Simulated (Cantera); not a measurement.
Input: 1 mol borazine, 0.079 mol O2, held at 1423.15 K and 75.0 Torr.

Equilibrium computed with Cantera from the NASA thermochemical tables; the gas is ideal and each condensed phase is pure. The feed counts by its element totals alone. Mutual solubility and eutectic melting of coexisting phases are not modelled. Kinetics and transport are ignored.

```
species         before     after
------------  --------  --------
H2O           0.000939     0.446
O2               <1e-9     0.298
N2              0.0168     0.229
H2               0.981   1.65e-6
HBO2           0.00114    0.0249
NO               <1e-9  0.000530
HBO           0.000394     <1e-9
OH               <1e-9  0.000158
BO2              <1e-9   1.10e-5
(HBO2)3        5.17e-8  0.000535
H              2.08e-5   2.71e-8
BN(s), mol        2.90         0
B2O3(l), mol    0.0488      1.41
```
Gas species are given as mole fractions.

**Question.** What was changed between the two runs?
A. O2 from 0.079 to 2 mol
B. O2 from 0.079 to 5.7 mol
C. temperature from 1423.15 K to 1700 K
D. O2 from 0.079 to 1.3 mol

**Answer.** B, O2 from 0.079 to 5.7 mol. Gases not in the tables: H3BO3
